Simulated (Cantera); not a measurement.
An adiabatic, constant-volume homogeneous reactor starts with CH3OH : O2 : N2 = 1 : 2.27 : 10.9 (molar parts), at 1673 K and 500000 Pa. Integrator tolerance rtol = 1e-08.

Cantera simulation using GRI-Mech 3.0 (53 species, 325 reactions); the numbers are that mechanism's predictions, not measurements. GRI-Mech 3.0 was tuned for natural gas; its chemistry of methanol as a main component is partial and can be far from experiment.

```csv
quantity,before,after
time of steepest temperature rise,15.4 µs,49.8 µs
temperature at 6.00 s,2811 K,2738 K
equilibrium temperature,2811 K,2738 K
x(CH3OH) at 6.00 s,<1e-12 (gas-phase equilibrium <1e-12),<1e-12 (gas-phase equilibrium <1e-12)
x(O2) at 6.00 s,0.0466 (gas-phase equilibrium 0.0466),0.0465 (gas-phase equilibrium 0.0465)
x(NO) at 6.00 s,0.0169 (gas-phase equilibrium 0.0169),0.0153 (gas-phase equilibrium 0.0153)
x(CH4) at 6.00 s,<1e-12 (gas-phase equilibrium <1e-12),<1e-12 (gas-phase equilibrium <1e-12)
x(H2O2) at 6.00 s,9.96e-7 (gas-phase equilibrium 9.96e-7),9.28e-7 (gas-phase equilibrium 9.28e-7)
x(NO2) at 6.00 s,1.58e-5 (gas-phase equilibrium 1.58e-5),1.56e-5 (gas-phase equilibrium 1.56e-5)
```

Task: Which change was made?
A) initial temperature 1673 to 1773 K
B) CH3OH 1 to 0.41 parts
C) initial temperature 1673 to 1525 K
D) initial temperature 1673 to 1775 K

Result: C, initial temperature 1673 to 1525 K
